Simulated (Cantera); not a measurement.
Standard-state values (1 bar) from the NASA 1993 polynomials, evaluated with Cantera. Values are per mole of reaction as written; species without (g) are pure solids or liquids, kept so even where they would boil at 1 bar.

6 NO(g) + 9 CuF₂ ⇌ 9 Cu + 6 NF₃(g) + 2 O₃(g), with ΔH° = 3795.7 kJ and ΔS° = 378.8 J/K at 300 K.

Question: How far is the shortcut ΔG° ≈ ΔH°(300 K) − T·ΔS°(300 K) from the full temperature-dependent value at 1098, 1173, 1248, 1323, 1398, 1473, 1548, 1623, 1698, 1773 K?

Answer: 
```
T (K)  shortcut (kJ)  full (kJ)  difference (kJ)  difference in log10 K  condensed phases
-----  -------------  ---------  ---------------  ---------------------  ----------------
1098          3379.8     3472.7            -92.9                   4.42    CuF₂(s), Cu(s)
1173          3351.3     3488.3           -137.0                   6.10    CuF₂(l), Cu(s)
1248          3322.9     3510.0           -187.1                   7.83    CuF₂(l), Cu(s)
1323          3294.5     3532.7           -238.2                   9.41    CuF₂(l), Cu(s)
1398          3266.1     3552.9           -286.8                  10.72    CuF₂(l), Cu(l)
1473          3237.7     3570.8           -333.2                  11.81    CuF₂(l), Cu(l)
1548          3209.3     3589.6           -380.3                  12.83    CuF₂(l), Cu(l)
1623          3180.9     3609.0           -428.2                  13.78    CuF₂(l), Cu(l)
1698          3152.4     3629.2           -476.7                  14.66    CuF₂(l), Cu(l)
1773          3124.0     3649.9           -525.9                  15.49    CuF₂(l), Cu(l)
```
The shortcut ignores heat capacities and the phase changes listed.
